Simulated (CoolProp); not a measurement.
The fluoroketone C6F12O (FK-5-1-12) at 293.15 K and 0.0228 MPa is throttled through a valve to 0.0103 MPa with no heat exchange. Each further row changes one setting.

Computed with CoolProp (reference Helmholtz-energy equation of state, McLinden 2015).

```tsv
case	temperature change (K)	final density (kg/m³)
as stated	…	1.35
outlet pressure 0.00309 MPa	-0.6	…
outlet pressure 0.0134 MPa	-0.3	…
```

Q: Complete the blanks.

A: 
- as stated, temperature change (K): -0.4
- outlet pressure 0.00309 MPa, final density (kg/m³): 0.403
- outlet pressure 0.0134 MPa, final density (kg/m³): 1.76
